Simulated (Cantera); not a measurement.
Cantera run, input and output.

```python
import numpy as np
import cantera as ct

gas = ct.Solution("gri30.yaml")
gas.TPX = 2200, 101325, {'NO': 1, 'N2': 12, 'H2O': 0.5}
reactor = ct.IdealGasConstPressureReactor(gas, energy="off", clone=False)
net = ct.ReactorNet([reactor])
net.rtol, net.atol = 1e-08, 1e-18
show = ['NO', 'N2O', 'N2', 'O', 'O2']
times = np.geomspace(2e-05, 20, 11)

steps = ct.SolutionArray(gas, extra=["t"])
rows = []
print(f"{'t/s':>10s}{'T/K':>9s}{'P/Pa':>11s}" + "".join(f"{s:>11s}" for s in show))
for t in times:
    while net.time < t:
        t_next = net.step()
        steps.append(gas.state, t=t_next)
    rows.append([np.interp(t, steps.t, y) for y in (steps.T, steps.P, *steps(*show).X.T)])
    print(f"{t:10.3e}{rows[-1][0]:9.1f}{rows[-1][1]:11.4g}" + "".join(f"{x:11.3e}" for x in rows[-1][2:]))
rate = np.gradient(steps.T, steps.t)
print("integrator steps:", len(steps.t))
if steps.T.max() > steps.T[0] + 200:
    print(f"time of steepest temperature rise: {steps.t[rate.argmax()]:.4e} s")
gas.TPX = 2200, 101325, {'NO': 1, 'N2': 12, 'H2O': 0.5}
gas.equilibrate("TP")
print(f"equilibrium (TP): T = {gas.T:.1f} K  " + "  ".join(f"{s} {gas[s].X[0]:.3e}" for s in show))
```

It prints:

```
       t/s      T/K       P/Pa         NO        N2O         N2          O         O2
 2.000e-05   2200.0  1.013e+05  7.407e-02  4.408e-07  8.889e-01  1.226e-07  7.999e-10
 7.962e-05   2200.0  1.013e+05  7.407e-02  1.354e-06  8.889e-01  3.550e-07  1.888e-08
 3.170e-04   2200.0  1.013e+05  7.405e-02  2.430e-06  8.888e-01  3.800e-06  2.460e-06
 1.262e-03   2200.0  1.013e+05  7.392e-02  2.485e-06  8.885e-01  2.969e-05  2.852e-04
 5.024e-03   2200.0  1.013e+05  7.262e-02  2.540e-06  8.887e-01  9.387e-05  1.098e-03
 2.000e-02   2200.0  1.013e+05  6.756e-02  2.026e-06  8.914e-01  1.573e-04  3.268e-03
 7.962e-02   2200.0  1.013e+05  5.206e-02  1.294e-06  8.992e-01  2.812e-04  1.069e-02
 3.170e-01   2200.0  1.013e+05  1.997e-02  4.673e-07  9.151e-01  4.403e-04  2.649e-02
 1.262e+00   2200.0  1.013e+05  5.685e-03  3.334e-07  9.223e-01  4.951e-04  3.357e-02
 5.024e+00   2200.0  1.013e+05  5.490e-03  3.326e-07  9.224e-01  4.958e-04  3.367e-02
 2.000e+01   2200.0  1.013e+05  5.490e-03  3.326e-07  9.224e-01  4.958e-04  3.367e-02
integrator steps: 1449
equilibrium (TP): T = 2200.0 K  NO 5.490e-03  N2O 3.326e-07  N2 9.224e-01  O 4.958e-04  O2 3.367e-02
```

Model: GRI-Mech 3.0 (53 species, 325 reactions), integrated in Cantera.
